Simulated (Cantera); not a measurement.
Cantera run:

```python
import numpy as np
import cantera as ct

gas_names = """
    Cu CuF CuF2 CuO Cu2 F FO FO2 F2 F2O O O2 O3
""".split()
cond_names = """
    Cu(cr) Cu(L) CuF2(s) CuF2(L) CuO(s) Cu2O(s) Cu2O(L)
""".split()


# ... load() reads the species with a 1 bar reference pressure and builds the phases ...
atoms = {
    'CuO': {'Cu': 1, 'O': 1},
    'F2': {'F': 2},
}
top_T = {'CuO(s)': 1390}  # K; cautious upper limits of use, not melting points


# ... equilibrate(T, P, feed) seeds the gas with the atoms and calls Mixture.equilibrate('TP', solver="vcs", rtol=1e-11, max_steps=5000) ...
results = []
feed = {'CuO': 1, 'F2': 1.1}  # mol
T = 823  # K
for P in [1, 5.2, 27, 140, 720, 3700, 19000, 100000]:
    mix = equilibrate(T, P, feed)
    results.append((T, P, feed, dict(zip(mix.species_names, mix.species_moles))))

top = {s: max(r[3][s] / sum(r[3][g] for g in gas_names) for r in results) for s in gas_names}
cols = sorted((s for s in top if top[s] > 1e-05), key=lambda s: -top[s])[:7]
seen = [c for c in cond_names if any(r[3].get(c, 0) > 1e-12 for r in results)]
print("log10 of partial pressures in bar; condensed amounts in mol")
print(f"{'P/Pa':>10s}" + "".join(f"{s[:9]:>10s}" for s in cols + seen))
for T, P, feed, n in results:
    ng = sum(n[g] for g in gas_names)
    print(f"{P:10.4g}" + "".join(f"{np.log10(max(n[s] / ng * P / 1e5, 1e-99)):10.3f}" for s in cols)
          + "".join(f"{n.get(c, 0):10.4g}" for c in seen))
```

Output:

```
log10 of partial pressures in bar; condensed amounts in mol
      P/Pa        O2         F        F2      CuF2       FO2   CuF2(s)
         1    -5.144    -5.559    -7.257    -7.795   -12.032    0.9989
       5.2    -4.420    -4.893    -5.923    -7.795   -10.641    0.9998
        27    -3.688    -4.317    -4.772    -7.795    -9.333         1
       140    -2.956    -3.843    -3.825    -7.795    -8.127         1
       720    -2.233    -3.434    -3.006    -7.795    -6.995         1
      3700    -1.516    -3.055    -2.248    -7.795    -5.899         1
   1.9e+04    -0.803    -2.689    -1.516    -7.795    -4.820         1
     1e+05    -0.080    -2.324    -0.786    -7.795    -3.732         1
```

These are equilibrium values from Cantera (NASA tables, ideal gas, pure condensed phases), not measurements of a reactor.
